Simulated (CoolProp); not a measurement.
A single-stage vapour-compression cycle with the fluid: evaporating at 291.15 K (dew point), condensing at 326.15 K (bubble point), superheat 0 K, subcooling 2 K, compressor efficiency 0.75, no pressure losses. The same conditions are run with several fluids, on thermodynamics alone (safety and materials aside).

Values from CoolProp's reference Helmholtz-energy equation of state of each fluid (ammonia: Gao 2020; the fluoroketone C6F12O (FK-5-1-12): McLinden 2015; R236FA: Pan 2012; R124: de Vries 1995; R152A: Outcalt 1996; R123: Younglove 1994).

```tsv
fluid	cooling COP	pressure ratio	discharge temperature (K)	refrigerating effect (kJ/kg)	volumetric capacity (kJ/m³)
ammonia	5.41	2.73	382.4	1030	6500
the fluoroketone C6F12O (FK-5-1-12)	4.77	3.89	326.2	60.1	241
R236FA	5.12	2.96	326.1	108	1570
R124	5.20	2.73	329.3	112	2140
R152A	5.30	2.63	342.8	226	3390
R123	5.54	3.33	331.9	140	641
```

The compression ends wet for: the fluoroketone C6F12O (FK-5-1-12); R236FA.
